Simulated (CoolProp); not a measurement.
The numbers come from the reference Helmholtz-energy equation of state, Schmidt 1985 in CoolProp.

For oxygen, give the phase and the Z, viscosity (µPa s) at 99.2 K and 631 kPa; 99.2 K and 2520 kPa; 99.2 K and 6940 kPa.


- 99.2 K and 631 kPa: liquid; Z 0.0223, viscosity 156
- 99.2 K and 2520 kPa: liquid; Z 0.0888, viscosity 160
- 99.2 K and 6940 kPa: liquid; Z 0.242, viscosity 167

Viscosity comes from a separate model (Lemmon 2004).
